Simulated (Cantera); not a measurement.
What does this Cantera script print?

```python
import numpy as np
import cantera as ct

gas_names = """
    C CN CO CO2 C2 CCN CNC C2N2 C2O C3 C3O2 C4 C4N2 C5 N NCO NO NO2 NO3 N2 N2O O O2 O3 Si SiC SiC2 SiN
    SiO SiO2 Si2 Si2C Si2N Si3
""".split()
cond_names = """
    C(gr) Si(cr) Si(L) SiC(b) SiO2(Lqz) SiO2(hqz) SiO2(L) Si2N2O(s) Si3N4(a)
""".split()


# ... load() reads the species with a 1 bar reference pressure and builds the phases ...
atoms = {
    'Si': {'Si': 1},
    'CO2': {'C': 1, 'O': 2},
    'N2': {'N': 2},
}
top_T = {'C(gr)': 4500, 'SiC(b)': 3050, 'Si2N2O(s)': 2100, 'Si3N4(a)': 2400}  # K; cautious upper limits of use, not melting points


# ... equilibrate(T, P, feed) seeds the gas with the atoms and calls Mixture.equilibrate('TP', solver="vcs", rtol=1e-11, max_steps=5000) ...
results = []
P = 101325  # Pa
for T in [1573, 1598, 1623, 1648, 1673, 1698, 1723, 1748, 1773, 1798, 1823]:
    for m in [28, 36, 47, 61, 80, 100, 140]:
        feed = {'Si': 1, 'CO2': 0.022, 'N2': m}  # mol
        mix = equilibrate(T, P, feed)
        results.append((T, P, feed, dict(zip(mix.species_names, mix.species_moles))))

for T, P, feed, n in results:
    print(f"{T:7g} {feed['N2']:10.4g}  " + (" + ".join(c for c in cond_names if n.get(c, 0) > 1e-12) or "gas only"))
```

Result:

```
   1573         28  C(gr) + Si2N2O(s) + Si3N4(a)
   1573         36  C(gr) + Si2N2O(s) + Si3N4(a)
   1573         47  C(gr) + Si2N2O(s) + Si3N4(a)
   1573         61  C(gr) + Si2N2O(s) + Si3N4(a)
   1573         80  Si2N2O(s) + Si3N4(a)
   1573        100  Si2N2O(s) + Si3N4(a)
   1573        140  Si2N2O(s) + Si3N4(a)
   1598         28  C(gr) + Si2N2O(s) + Si3N4(a)
   1598         36  C(gr) + Si2N2O(s) + Si3N4(a)
   1598         47  C(gr) + Si2N2O(s) + Si3N4(a)
   1598         61  Si2N2O(s) + Si3N4(a)
   1598         80  Si2N2O(s) + Si3N4(a)
   1598        100  Si2N2O(s) + Si3N4(a)
   1598        140  Si2N2O(s) + Si3N4(a)
   1623         28  C(gr) + Si2N2O(s) + Si3N4(a)
   1623         36  Si2N2O(s) + Si3N4(a)
   1623         47  Si2N2O(s) + Si3N4(a)
   1623         61  Si2N2O(s) + Si3N4(a)
   1623         80  Si2N2O(s) + Si3N4(a)
   1623        100  Si2N2O(s) + Si3N4(a)
   1623        140  Si2N2O(s) + Si3N4(a)
   1648         28  Si2N2O(s) + Si3N4(a)
   1648         36  Si2N2O(s) + Si3N4(a)
   1648         47  Si2N2O(s) + Si3N4(a)
   1648         61  Si2N2O(s) + Si3N4(a)
   1648         80  Si2N2O(s) + Si3N4(a)
   1648        100  Si2N2O(s) + Si3N4(a)
   1648        140  Si2N2O(s) + Si3N4(a)
   1673         28  Si2N2O(s) + Si3N4(a)
   1673         36  Si2N2O(s) + Si3N4(a)
   1673         47  Si2N2O(s) + Si3N4(a)
   1673         61  Si2N2O(s) + Si3N4(a)
   1673         80  Si2N2O(s) + Si3N4(a)
   1673        100  Si2N2O(s) + Si3N4(a)
   1673        140  Si2N2O(s) + Si3N4(a)
   1698         28  Si2N2O(s) + Si3N4(a)
   1698         36  Si2N2O(s) + Si3N4(a)
   1698         47  Si2N2O(s) + Si3N4(a)
   1698         61  Si2N2O(s) + Si3N4(a)
   1698         80  Si2N2O(s) + Si3N4(a)
   1698        100  Si2N2O(s) + Si3N4(a)
   1698        140  Si2N2O(s) + Si3N4(a)
   1723         28  Si2N2O(s) + Si3N4(a)
   1723         36  Si2N2O(s) + Si3N4(a)
   1723         47  Si2N2O(s) + Si3N4(a)
   1723         61  Si2N2O(s) + Si3N4(a)
   1723         80  Si2N2O(s) + Si3N4(a)
   1723        100  Si2N2O(s) + Si3N4(a)
   1723        140  Si2N2O(s) + Si3N4(a)
   1748         28  Si2N2O(s) + Si3N4(a)
   1748         36  Si2N2O(s) + Si3N4(a)
   1748         47  Si2N2O(s) + Si3N4(a)
   1748         61  Si2N2O(s) + Si3N4(a)
   1748         80  Si2N2O(s) + Si3N4(a)
   1748        100  Si2N2O(s) + Si3N4(a)
   1748        140  Si2N2O(s) + Si3N4(a)
   1773         28  Si2N2O(s) + Si3N4(a)
   1773         36  Si2N2O(s) + Si3N4(a)
   1773         47  Si2N2O(s) + Si3N4(a)
   1773         61  Si2N2O(s) + Si3N4(a)
   1773         80  Si2N2O(s) + Si3N4(a)
   1773        100  Si2N2O(s) + Si3N4(a)
   1773        140  Si2N2O(s) + Si3N4(a)
   1798         28  Si2N2O(s) + Si3N4(a)
   1798         36  Si2N2O(s) + Si3N4(a)
   1798         47  Si2N2O(s) + Si3N4(a)
   1798         61  Si2N2O(s) + Si3N4(a)
   1798         80  Si2N2O(s) + Si3N4(a)
   1798        100  Si2N2O(s) + Si3N4(a)
   1798        140  Si2N2O(s) + Si3N4(a)
   1823         28  Si2N2O(s) + Si3N4(a)
   1823         36  Si2N2O(s) + Si3N4(a)
   1823         47  Si2N2O(s) + Si3N4(a)
   1823         61  Si2N2O(s) + Si3N4(a)
   1823         80  Si2N2O(s) + Si3N4(a)
   1823        100  Si2N2O(s) + Si3N4(a)
   1823        140  Si2N2O(s) + Si3N4(a)
```

Equilibrium computed with Cantera from the NASA thermochemical tables; the gas is ideal and each condensed phase is pure. Mutual solubility and eutectic melting of coexisting phases are not modelled.
